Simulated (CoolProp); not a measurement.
Aqueous potassium formate as a coolant, 30 % by mass, freezing at -21.2 °C, 1 atm.

Model: Melinder's fits for secondary coolants, in CoolProp.

```
T (°C)  Prandtl number  density (kg/m³)  conductivity (W/(m K))  cp (kJ/(kg K))
------  --------------  ---------------  ----------------------  --------------
-15.8             27.7             1202                   0.497           3.080
-8.7              21.3             1200                   0.506           3.093
-1.6              16.9             1198                   0.514           3.106
5.4               13.8             1195                   0.523           3.118
12.5              11.4             1193                   0.532           3.130
19.6              9.70             1190                   0.541           3.142
26.7              8.35             1187                   0.549           3.154
33.7              7.29             1184                   0.558           3.167
```
